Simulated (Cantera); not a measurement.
A closed system holds: 1 mol Hg, 8.3 mol H2, 2.6 mol N2.

Equilibrium computed with Cantera from the NASA thermochemical tables; the gas is ideal and each condensed phase is pure. Candidate condensed phases: Hg; 10 gas species. Rates play no part.

Stable condensed phases, one row left out:

```
T in °C \ P in Pa
              10      32     100     320    1000    3200   10000   32000  100000  320000 1000000
   1277        A       A       A       A       A       A       A       A       A       A       A
   1177        A       A       A       A       A       A       A       A       A       A       A
   1077        A       A       A       A       A       A       A       A       A       A       A
    977        A       A       A       A       A       A       A       A       A       A       A
    877        A       A       A       A       A       A       A       A       A       A       A
    777        A       A       A       A       A       A       A       A       A       A       A
    677        A       A       A       A       A       A       A       A       A       A       A
    577        A       A       A       A       A       A       A       A       A       A       A
    477        A       A       A       A       A       A       A       A       A       A       A
    277        A       A       A       A       A       A       A       A       A       B       B
    177        A       A       A       A       A       A       A       B       B       B       B
```

A: gas only; B: Hg.

Give the row for 377 °C.

10: gas only; 32: gas only; 100: gas only; 320: gas only; 1000: gas only; 3200: gas only; 10000: gas only; 32000: gas only; 100000: gas only; 320000: gas only; 1000000: gas only.
